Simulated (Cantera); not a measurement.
A perfectly stirred reactor is fed with CH₄ : H₂ : O₂ : N₂ = 1 : 0.47 : 5.08 : 48.3 (molar parts), at 5.00 bar; it is adiabatic with a 748 K inlet, and is followed from long to short residence time, starting on the burning branch (τ in s: 0.078, 0.023, 0.007, 0.0021, 0.00063, 0.00019, 5.6e-05, 1.7e-05, 5.1e-06).

Computed with Cantera and GRI-Mech 3.0 (53 species, 325 reactions).

### Question
What does this change do: H2 0.47 to 0.72 parts?

### Answer
| quantity | before | after |
|---|---|---|
| blow-out, bracketed by the residence times tried | burning at 78.0 ms, out at 23.0 ms | burning at 23.0 ms, out at 7.00 ms |
| x(CH₄) at τ = 78.0 ms | 0.000365 | 0.000199 |
| x(H₂) at τ = 78.0 ms | 0.000259 | 0.000200 |
| x(O₂) at τ = 78.0 ms | 0.0542 | 0.0509 |
| x(O) at τ = 78.0 ms | 1.65e-6 | 2.37e-6 |
| x(OH) at τ = 78.0 ms | 4.85e-6 | 8.71e-6 |
| x(CH₄) at τ = 0.630 ms | 0.0182 | 0.0181 |
| x(H₂) at τ = 0.630 ms | 0.00857 | 0.0131 |
| x(O₂) at τ = 0.630 ms | 0.0926 | 0.0922 |
| x(O) at τ = 0.630 ms | <1e-12 | <1e-12 |
| x(OH) at τ = 0.630 ms | <1e-12 | <1e-12 |

### Question
What does this change do: inlet temperature 748 to 450 K?

### Answer
```json
[
 {"quantity": "blow-out, bracketed by the residence times tried", "before": "burning at 78.0 ms, out at 23.0 ms", "after": "not reached"},
 {"quantity": "x(CH₄) at τ = 78.0 ms", "before": "0.000365", "after": "0.0182"},
 {"quantity": "x(H₂) at τ = 78.0 ms", "before": "0.000259", "after": "0.00857"},
 {"quantity": "x(O₂) at τ = 78.0 ms", "before": "0.0542", "after": "0.0926"},
 {"quantity": "x(O) at τ = 78.0 ms", "before": "1.65e-6", "after": "<1e-12"},
 {"quantity": "x(OH) at τ = 78.0 ms", "before": "4.85e-6", "after": "<1e-12"},
 {"quantity": "x(CH₄) at τ = 0.630 ms", "before": "0.0182", "after": "0.0182"},
 {"quantity": "x(H₂) at τ = 0.630 ms", "before": "0.00857", "after": "0.00857"},
 {"quantity": "x(O₂) at τ = 0.630 ms", "before": "0.0926", "after": "0.0926"},
 {"quantity": "x(O) at τ = 0.630 ms", "before": "<1e-12", "after": "<1e-12"},
 {"quantity": "x(OH) at τ = 0.630 ms", "before": "<1e-12", "after": "<1e-12"},
 {"quantity": "state", "before": "not reached", "after": "not burning at any residence time tried"}
]
```
